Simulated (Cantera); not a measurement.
Input: 1 mol Si, a varied amount of H2O, equilibrated at 1348 K and 13.3 mbar.

Cantera equilibrium calculation (NASA polynomials, part measured and part estimated; ideal gas, pure solids and liquids). Candidate condensed phases: H2O, Si, SiO2; 18 gas species. Mutual solubility and eutectic melting of coexisting phases are not modelled. The tables hold silica as quartz up to 1696 K and as liquid above; real silica turns to tridymite and cristobalite and melts near 1996 K. Kinetics and transport are ignored.

Q: Which condensed phases are stable at each of these points (n(H2O) (mol)): 0.28, 0.4, 0.58, 0.83, 1.2, 1.7, 2.4?

A: 
```json
[
 {"n(H2O) (mol)": "0.28", "condensed phases": "Si(s) + SiO2(β-quartz)", "Si condensed (%)": "100.0"},
 {"n(H2O) (mol)": "0.4", "condensed phases": "Si(s) + SiO2(β-quartz)", "Si condensed (%)": "99.9"},
 {"n(H2O) (mol)": "0.58", "condensed phases": "Si(s) + SiO2(β-quartz)", "Si condensed (%)": "99.9"},
 {"n(H2O) (mol)": "0.83", "condensed phases": "Si(s) + SiO2(β-quartz)", "Si condensed (%)": "99.9"},
 {"n(H2O) (mol)": "1.2", "condensed phases": "Si(s) + SiO2(β-quartz)", "Si condensed (%)": "99.8"},
 {"n(H2O) (mol)": "1.7", "condensed phases": "Si(s) + SiO2(β-quartz)", "Si condensed (%)": "99.7"},
 {"n(H2O) (mol)": "2.4", "condensed phases": "SiO2(β-quartz)", "Si condensed (%)": "100.0"}
]
```

From 0.28 mol H2O to 1.7 mol H2O the condensed part is Si(s) + SiO2(β-quartz). At 2.4 mol H2O the condensed part is SiO2(β-quartz).
